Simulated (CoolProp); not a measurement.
Saturation properties of hydrogen chloride (Tc = 324.7 K, pc = 8.314 MPa, ω = 0.130).

The numbers come from the reference Helmholtz-energy equation of state, Thol 2018 in CoolProp.

```json
[
 {"T (K)": "215.4", "p (MPa)": "0.3842", "liquid density (kg/m³)": "1114", "vapour density (kg/m³)": "8.431", "enthalpy of vaporisation (kJ/kg)": "411.8", "liquid cp (kJ/(kg K))": "1.694"},
 {"T (K)": "222.6", "p (MPa)": "0.5155", "liquid density (kg/m³)": "[?]", "vapour density (kg/m³)": "11.13", "enthalpy of vaporisation (kJ/kg)": "402.1", "liquid cp (kJ/(kg K))": "1.711"},
 {"T (K)": "229.9", "p (MPa)": "0.6807", "liquid density (kg/m³)": "1074", "vapour density (kg/m³)": "14.51", "enthalpy of vaporisation (kJ/kg)": "391.7", "liquid cp (kJ/(kg K))": "1.733"},
 {"T (K)": "237.1", "p (MPa)": "0.8798", "liquid density (kg/m³)": "1052", "vapour density (kg/m³)": "18.58", "enthalpy of vaporisation (kJ/kg)": "380.8", "liquid cp (kJ/(kg K))": "1.759"},
 {"T (K)": "244.3", "p (MPa)": "[?]", "liquid density (kg/m³)": "1030", "vapour density (kg/m³)": "23.51", "enthalpy of vaporisation (kJ/kg)": "369.0", "liquid cp (kJ/(kg K))": "1.792"},
 {"T (K)": "251.6", "p (MPa)": "[?]", "liquid density (kg/m³)": "1006", "vapour density (kg/m³)": "29.55", "enthalpy of vaporisation (kJ/kg)": "356.2", "liquid cp (kJ/(kg K))": "1.833"},
 {"T (K)": "258.8", "p (MPa)": "1.746", "liquid density (kg/m³)": "981.5", "vapour density (kg/m³)": "36.73", "enthalpy of vaporisation (kJ/kg)": "342.6", "liquid cp (kJ/(kg K))": "1.884"},
 {"T (K)": "266", "p (MPa)": "[?]", "liquid density (kg/m³)": "955.4", "vapour density (kg/m³)": "45.37", "enthalpy of vaporisation (kJ/kg)": "327.7", "liquid cp (kJ/(kg K))": "1.949"},
 {"T (K)": "273.3", "p (MPa)": "2.599", "liquid density (kg/m³)": "927.2", "vapour density (kg/m³)": "[?]", "enthalpy of vaporisation (kJ/kg)": "[?]", "liquid cp (kJ/(kg K))": "[?]"},
 {"T (K)": "280.5", "p (MPa)": "3.123", "liquid density (kg/m³)": "897.1", "vapour density (kg/m³)": "68.66", "enthalpy of vaporisation (kJ/kg)": "[?]", "liquid cp (kJ/(kg K))": "2.147"},
 {"T (K)": "287.7", "p (MPa)": "3.720", "liquid density (kg/m³)": "864.2", "vapour density (kg/m³)": "84.29", "enthalpy of vaporisation (kJ/kg)": "272.8", "liquid cp (kJ/(kg K))": "2.305"}
]
```

Task: Some entries are withheld; supply them.

Result: 
- 222.6, liquid density (kg/m³): 1095
- 244.3, p (MPa): 1.120
- 251.6, p (MPa): 1.409
- 266, p (MPa): 2.138
- 273.3, vapour density (kg/m³): 55.95
- 273.3, enthalpy of vaporisation (kJ/kg): 311.2
- 273.3, liquid cp (kJ/(kg K)): 2.034
- 280.5, enthalpy of vaporisation (kJ/kg): 293.1

It boils at 188.2 K under 1 atm.
